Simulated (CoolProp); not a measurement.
R141b along the isotherm 500 K: fugacity coefficient from the reference equation and from simpler models built on Tc = 477.5 K, pc = 4.212 MPa, ω = 0.220; each cubic takes its own stable root.

Model: reference Helmholtz-energy equation of state, Lemmon 2006, in CoolProp. It is a short technical equation, of lower accuracy than the large ones.

```json
[
 {"p (MPa)": "0.702", "phase": "gas", "reference": "0.9538"},
 {"p (MPa)": "1.4", "phase": "gas", "reference": "0.9081"},
 {"p (MPa)": "2.11", "phase": "gas", "reference": "0.8619"},
 {"p (MPa)": "2.81", "phase": "gas", "reference": "0.8165"},
 {"p (MPa)": "3.51", "phase": "gas", "reference": "0.7707"},
 {"p (MPa)": "4.21", "phase": "gas", "reference": "0.7243"},
 {"p (MPa)": "4.91", "phase": "supercritical", "reference": "0.6765"},
 {"p (MPa)": "5.62", "phase": "supercritical", "reference": "0.6256"},
 {"p (MPa)": "6.32", "phase": "supercritical", "reference": "0.5778"},
 {"p (MPa)": "7.02", "phase": "supercritical", "reference": "0.5371"},
 {"p (MPa)": "7.72", "phase": "supercritical", "reference": "0.5031"},
 {"p (MPa)": "8.42", "phase": "supercritical", "reference": "0.4745"},
 {"p (MPa)": "9.13", "phase": "supercritical", "reference": "0.4498"},
 {"p (MPa)": "9.83", "phase": "supercritical", "reference": "0.4290"},
 {"p (MPa)": "10.5", "phase": "supercritical", "reference": "0.4117"}
]
```

Q: How far does each simpler model (van der Waals, Redlich-Kwong, Soave-Redlich-Kwong, Peng-Robinson) lie from the reference over these 15 states: mean and median of the absolute difference, and the worst?

A: 
- van der Waals: mean 2.4 %, median 1.4 %, worst +6.8 % at 500 K and 10.5 MPa
- Redlich-Kwong: mean 0.8 %, median 0.8 %, worst -1.5 % at 500 K and 5.62 MPa
- Soave-Redlich-Kwong: mean 1.4 %, median 0.6 %, worst +3.9 % at 500 K and 10.5 MPa
- Peng-Robinson: mean 2.8 %, median 2.8 %, worst -3.9 % at 500 K and 4.91 MPa
